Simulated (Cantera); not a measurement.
Cantera with NASA thermochemical tables; ideal gases at 1 bar, condensed phases pure. Values are per mole of reaction as written; species without (g) are pure solids or liquids, kept so even where they would boil at 1 bar.

Task: Between 675 and 1875 K, where is each reaction favourable under standard conditions?
- PbS + H₂(g) ⇌ H₂S(g) + Pb

Result: 
- PbS + H₂(g) ⇌ H₂S(g) + Pb: ΔG° is 47 kJ at 675 K and 10 kJ at 1875 K; it stays positive (K < 1). ΔH° is 41 kJ and ΔS° 16 J/K at 1875 K.
